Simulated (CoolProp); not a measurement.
Vapour-liquid equilibrium of acetone (1) + methanol (2) at 0.087 MPa; x and y are mole fractions of (1).

The numbers come from the multi-fluid Helmholtz-energy mixture model, Lemmon 2006 and de Reuck 1993; pair parameters Bell 2016 in CoolProp.

Task: Give the bubble temperature and the first vapour's composition at x = 0.05, 0.2, 0.95. Is there an azeotrope?

Result: x = 0.05: 332.1 K, y = 0.107; x = 0.2: 328.7 K, y = 0.325; x = 0.95: 324.6 K, y = 0.943. y crosses x between x = 0.8 and 0.95: the model has an azeotrope there.

Pair parameters are fitted to limited data, so mixtures are less certain than the pure fluids.
